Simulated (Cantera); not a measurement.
Input (Python, Cantera) and output of one run.

```python
import numpy as np
import cantera as ct

gas_names = """
    H HNO HNO2 HNO3 HO2 H2 H2O H2O2 H2S H2SO4 N NH NH2 NH3 NH2OH NO NO2 NO3 N2 N2H2 N2H4 N2O O OH O2 O3
    S SH SN SO SO2 SO3 S2 S2O S8
""".split()
cond_names = """
    H2O(s) H2O(L) H2SO4(L) S(cr1) S(cr2) S(L)
""".split()


def load(file, names, dense=False):
    # The tables refer to 1 bar. Condensed volumes are neglected.
    table = {s.name: s for s in ct.Species.list_from_file(file)}
    out = []
    for n in names:
        d = dict(table[n].input_data)
        d["thermo"] = dict(d["thermo"], **{"reference-pressure": 1e5})
        if dense:
            d["equation-of-state"] = {"model": "constant-volume", "density": "1e6 g/cm^3"}
        out.append(ct.Species.from_dict(d))
    return out


gas = ct.Solution(thermo="ideal-gas", species=load("nasa_gas.yaml", gas_names))
cond = {s.name: ct.Solution(thermo="fixed-stoichiometry", species=[s], name=s.name)
        for s in load("nasa_condensed.yaml", cond_names, dense=True)}
atoms = {
    'NH3': {'N': 1, 'H': 3},
    'SO2': {'S': 1, 'O': 2},
    'O2': {'O': 2},
}
top_T = {}  # K; cautious upper limits of use, not melting points


def equilibrate(T, P, feed):
    n = {}
    for name, mol in feed.items():
        for a, k in atoms[name].items():
            n[a] = n.get(a, 0.0) + k * mol
    gas.TPX = T, P, n
    mass = sum(n.values()) * gas.mean_molecular_weight
    gas.equilibrate("TP")
    valid = [c for c in cond.values() if c.min_temp <= T <= top_T.get(c.name, c.max_temp)]
    mix = ct.Mixture([(gas, mass / gas.mean_molecular_weight)] + [(c, 0.0) for c in valid])
    mix.T, mix.P = T, P
    mix.equilibrate("TP", solver="vcs", rtol=1e-11, max_steps=5000)
    return mix


results = []
feed = {'NH3': 1, 'SO2': 0.26, 'O2': 0.04}  # mol
T = 1873  # K
P = 10000  # Pa
mix = equilibrate(T, P, feed)
results.append((T, P, feed, dict(zip(mix.species_names, mix.species_moles))))
print(gas.report(threshold=0.0001))
for i in range(1, mix.n_phases):
    print(f"{mix.phase(i).name:16s} {mix.phase_moles(i):12.5e} mol")
```

It prints:

```
       temperature   1873 K
          pressure   10000 Pa
           density   0.010602 kg/m^3
  mean mol. weight   16.51 kg/kmol
   phase of matter   gas

                          1 kg             1 kmol
                     ---------------   ---------------
          enthalpy       -2.9706e+05       -4.9045e+06  J
   internal energy       -1.2403e+06       -2.0477e+07  J
           entropy             15776        2.6046e+05  J/K
    Gibbs function       -2.9845e+07       -4.9275e+08  J
 heat capacity c_p            2400.8             39637  J/K
 heat capacity c_v            1897.2             31323  J/K

                      mass frac. Y      mole frac. X     chem. pot. / RT
                     ---------------   ---------------   ---------------
                 H        8.0064e-05         0.0013114            -11.23
                H2          0.050411           0.41284           -22.461
               H2O           0.29304           0.26856           -46.332
               H2S          0.046872           0.02271           -36.935
                N2           0.40059           0.23609           -30.468
                 S         0.0016367        0.00084286           -14.475
                SH          0.013859         0.0069195           -25.705
                SO          0.010287          0.003534           -38.346
               SO2          0.021266         0.0054811           -62.218
                S2           0.16102          0.041459           -28.949
               S2O        0.00086928        0.00017913           -52.821
     [  +24 minor]        7.4919e-05        6.9417e-05

S(L)              0.00000e+00 mol
```

Method: chemical equilibrium by Gibbs-energy minimisation in Cantera with the NASA 1993 tables (ideal gas, pure condensed phases).
